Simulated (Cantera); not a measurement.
Feed: 1 mol AlN, 1.5 mol N2, 0.25 mol C, held at 7.00 mbar.

These are equilibrium values from Cantera (NASA tables, ideal gas, pure condensed phases), not measurements of a reactor. Candidate condensed phases: Al, AlN, C; 16 gas species. Kinetics and transport are ignored.

Question: Which condensed phases are stable at each of these points (T (°C)): 1150, 1250, 1350, 1450, 1550, 1650, 1750, 1850, 1950, 2050, 2150, 2250, 2350?

Answer: 
| T (°C) | condensed phases | Al condensed (%) |
|---|---|---|
| 1150 | AlN(s) + C(graphite) | 100.0 |
| 1250 | AlN(s) + C(graphite) | 100.0 |
| 1350 | AlN(s) + C(graphite) | 100.0 |
| 1450 | AlN(s) + C(graphite) | 100.0 |
| 1550 | AlN(s) + C(graphite) | 99.9 |
| 1650 | AlN(s) + C(graphite) | 98.8 |
| 1750 | AlN(s) + C(graphite) | 90.9 |
| 1850 | C(graphite) | 0.0 |
| 1950 | C(graphite) | 0.0 |
| 2050 | C(graphite) | 0.0 |
| 2150 | C(graphite) | 0.0 |
| 2250 | C(graphite) | 0.0 |
| 2350 | C(graphite) | 0.0 |

From 1150 °C to 1750 °C the condensed part is AlN(s) + C(graphite). From 1850 °C to 2350 °C the condensed part is C(graphite).
